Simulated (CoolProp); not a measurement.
Properties of R124 along the isobar 0.222 MPa.

The numbers come from the reference Helmholtz-energy equation of state, de Vries 1995 in CoolProp.

```
T (°C)    phase  density (kg/m³)  cv (kJ/(kg K))  Joule-Thomson coefficient (K/MPa)  isothermal compressibility (1/MPa)  expansivity (1/kK)  viscosity (µPa s)
-------  ------  ---------------  --------------  ---------------------------------  ----------------------------------  ------------------  -----------------
-102.45  liquid             1721          0.6510                            -0.4538                           0.0007497               1.506               2280
-76.45   liquid             1653          0.6681                            -0.4252                           0.0009835               1.596               1150
-50.45   liquid             1584          0.6894                            -0.3863                            0.001322               1.726                703
-24.45   liquid             1511          0.7134                            -0.3326                            0.001837               1.915                472
1.55     liquid             1432          0.7392                            -0.2547                            0.002677               2.199                333
27.55       gas            12.86          0.6857                              23.50                               4.797               4.097               13.0
53.55       gas            11.65          0.7149                              17.38                               4.711               3.550               14.2
79.55       gas            10.67          0.7465                              13.50                               4.658               3.169               15.3
```

Viscosity comes from a separate model (Bell 2016), an estimate that may be off by 10 % or more.
